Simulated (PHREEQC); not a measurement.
## Silver or lead bath: an equilibrium model

Dissolve 0.00013 mol/kgw PbCl2 at 80 °C. It is in equilibrium with CO2 at log p = 0 (atm). Otherwise closed; pH follows from the charge balance.

All values are PHREEQC results (ion-association model, phreeqc.dat), not measurements.

Each row changes one thing in this solution. This is a speciation only: nothing precipitates in the calculation.

```tsv
case	pH	ionic strength (mol/kgw)	HCO3- (mol/kgw)	(CO2)2 (mol/kgw)	CO3-2 (mol/kgw)
as made	4.10	0.000451	7.48e-5	1.10e-5	7.65e-11
PbCl2 replaced by NH4Cl at the same molality	4.12	0.000207	7.74e-5	1.10e-5	8.06e-11
temperature from 80 to 45 °C	[?]	0.000480	0.000103	1.50e-5	6.49e-11
diluted 5-fold with water	4.12	0.000153	7.65e-5	1.10e-5	7.83e-11
3.9e-05 mol/kgw HNO3 added	[?]	0.000476	5.90e-5	1.10e-5	4.78e-11
diluted 2-fold with water	[?]	0.000266	7.59e-5	1.10e-5	7.78e-11
```

### Question
Complete the blanks.

### Answer

- temperature from 80 to 45 °C, pH: 3.96
- 3.9e-05 mol/kgw HNO3 added, pH: 4.00
- diluted 2-fold with water, pH: 4.11

Constants without temperature data keep their 25 °C values here.
